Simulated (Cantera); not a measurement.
Input: 1 mol BCl3, 14 mol N2, held at 1875 °C and 1.00 bar.

Equilibrium computed with Cantera from the NASA thermochemical tables; the gas is ideal and each condensed phase is pure. Candidate condensed phases: B, BN; 10 gas species. The tables' values for BCl2, BCl are old estimates; treat these amounts as uncertain. Equilibrium is a limit: real reactors are often held back by kinetics, nucleation or transport.

**Question.** What is the equilibrium state?

**Answer.** 
* **x(N2)**: 0.924
* **x(BCl3)**: 0.0580
* **x(Cl)**: 0.00965
* **x(BCl2)**: 0.00634
* **x(BCl)**: 0.00172
* **x(Cl2)**: 5.95e-5
* **gas amount**: 15.15 mol
* **log10 activity of B(s) (absent)**: -2.02
